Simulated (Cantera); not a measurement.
An adiabatic, constant-pressure homogeneous reactor starts with H₂ : O₂ : N₂ : NO = 1 : 0.562 : 2.11 : 0.01 (molar parts), at 1700 K and 10.0 bar.

Computed with Cantera and GRI-Mech 3.0 (53 species, 325 reactions). The hydrogen kinetics of GRI-Mech 3.0 are dated; newer H2 mechanisms differ, most at raised pressure. Above 3000 K some thermodynamic fits are extrapolated.

### Question
Predict: time of steepest temperature rise; temperature at 1.00 s; equilibrium temperature; x(H₂) at 1.00 s; x(O₂) at 1.00 s; x(NO) at 1.00 s; x(O) at 1.00 s; x(OH) at 1.00 s; x(H) at 1.00 s.

### Answer
| Quantity | Result |
|---|---|
| time of steepest temperature rise | 0.774 µs |
| temperature at 1.00 s | 3081 K |
| equilibrium temperature | 3081 K |
| x(H₂) at 1.00 s | 0.0323 (gas-phase equilibrium 0.0323) |
| x(O₂) at 1.00 s | 0.0206 (gas-phase equilibrium 0.0206) |
| x(NO) at 1.00 s | 0.0148 (gas-phase equilibrium 0.0148) |
| x(O) at 1.00 s | 0.00678 (gas-phase equilibrium 0.00678) |
| x(OH) at 1.00 s | 0.0313 (gas-phase equilibrium 0.0313) |
| x(H) at 1.00 s | 0.0115 (gas-phase equilibrium 0.0115) |
